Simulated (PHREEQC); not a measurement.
Solution (72 °C): 0.059 mol/kgw NaHS and 0.0032 mol/kgw NaHCO3. Closed to the air; pH follows from the charge balance.

Equilibrium calculation in PHREEQC: ion-association model, phreeqc.dat.

Precipitation was switched off in this run.

Predict the pH, density.

pH 8.44; density 0.979 g/cm³.

In which forms is C present?

HCO3- 83 %, NaCO3- 12 %, CO3-2 3.3 %, NaHCO3 1.4 % of the C.

Complexes and solids missing from the database can't appear. At this temperature some constants are extrapolated from 25 °C, and those without enthalpy data are left unchanged.
